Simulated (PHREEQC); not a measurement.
Consider water at 25 °C with 0.22 mol NaHSO4 per kg of water. Closed to the air; pH follows from the charge balance.

Equilibrium calculation in PHREEQC: ion-association model, wateq4f.dat.

No solid was allowed to form.

Task: Order these S species by the share of S that they hold, largest first: SO4-2, NaSO4-, HSO4-.

Result: HSO4- (63 %), SO4-2 (30 %), NaSO4- (7.3 %)

The pH is 1.20 and the ionic strength 0.351 mol/kgw.
